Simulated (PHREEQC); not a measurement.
Make-up at 50 °C: 0.0045 mol/kgw KOH, 0.0001 mol/kgw H4SiO4 and 0.0015 mol/kgw (CH3)4NCl. Closed to the air; pH follows from the charge balance.

The numbers come from PHREEQC with the ion-association model, phreeqc.dat.

No solid was allowed to form.

Task: Order these Si species by the share of Si that they hold, largest first: H3SiO4-, H4SiO4, H2SiO4-2.

Result: H3SiO4- (94 %), H4SiO4 (3.8 %), H2SiO4-2 (2.5 %)

The pH is 10.87 and the ionic strength 0.00600 mol/kgw. Complexes and solids missing from the database can't appear. (CH3)4N+ isn't in the database: it is added as a free cation with an ion size of 4 Å. Away from 25 °C the constants follow the database's enthalpies or fits; those with neither stay at their 25 °C values.
